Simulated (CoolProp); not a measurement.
Properties of cyclopentane along the isobar 0.168 MPa (Tc = 511.7 K, pc = 4.583 MPa, ω = 0.202).

Values from CoolProp's reference Helmholtz-energy equation of state, Gedanitz 2015.

```tsv
T (K)	phase	density (kg/m³)	speed of sound (m/s)	conductivity (mW/(m K))
462	gas	3.124	237.5	30.6
474.5	gas	3.037	240.8	32.3
487.1	gas	2.955	244.0	34.0
499.7	gas	2.877	247.3	35.8
512.3	gas	2.803	250.4	37.6
524.8	gas	2.733	253.5	39.4
537.4	gas	2.667	256.6	41.2
550	gas	2.603	259.6	43.0
```

Thermal conductivity comes from a separate model (Vassiliou 2015).
